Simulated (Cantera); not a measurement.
A closed system holds: 1 mol SiHCl₃, 2 mol NH₃, 2.5 mol H₂, at 76000 Pa.

Method: chemical equilibrium by Gibbs-energy minimisation in Cantera with the NASA 1993 tables (ideal gas, pure condensed phases). Candidate condensed phases: NH₄Cl, Si, Si₃N₄; 28 gas species. The tables' values for SiCl₃, SiCl are old estimates; treat these amounts as uncertain. Rates play no part. All values below are at 1823 K.

Base state: H₂ 0.628, HCl 0.206, N₂ 0.0906, SiCl₂ 0.0659, SiCl₃ 0.00683, SiCl₄ 0.00109, SiHCl₃ 0.000884, H 0.000394 (mole fractions); condensed: Si₃N₄(s).

**Question.** What changes in the equilibrium state with this change: pressure from 76000 Pa to 1800 Pa?

**Answer.** 
```
species          before     after
-------------  --------  --------
H₂                0.628     0.631
HCl               0.206     0.146
N₂               0.0906     0.117
SiCl₂            0.0659     0.101
Si              1.89e-6  0.000246
SiCl₄           0.00109   1.98e-5
SiHCl₃         0.000884   2.27e-5
SiH₂Cl₂        0.000130   4.76e-6
SiH             1.40e-6   2.80e-5
Si₃N₄(s), mol     0.129         0
Si(l), mol            0     0.123
```
Gases not in the tables: Si₂H₆ and higher silanes.

**Question.** What changes in the equilibrium state with this change: SiHCl₃ replaced by SiH₂Cl₂?

**Answer.** 
```
species          before     after
-------------  --------  --------
H₂                0.628     0.728
HCl               0.206     0.158
N₂               0.0906    0.0703
SiCl₂            0.0659    0.0395
SiCl₄           0.00109  0.000332
SiCl₃           0.00683   0.00291
SiHCl₃         0.000884  0.000406
Si₃N₄(s), mol     0.129     0.217
```

**Question.** What changes in the equilibrium state with this change: H₂ from 2.5 to 0.85 mol?

**Answer.** 
```tsv
species	before	after
H₂	0.628	0.542
HCl	0.206	0.239
N₂	0.0906	0.118
SiCl₃	0.00683	0.0111
SiCl₂	0.0659	0.0858
SiCl₄	0.00109	0.00221
SiHCl₃	0.000884	0.00133
Cl	9.86e-5	0.000123
SiH₂Cl₂	0.000130	0.000147
H	0.000394	0.000366
Si₃N₄(s), mol	0.129	0.113
```
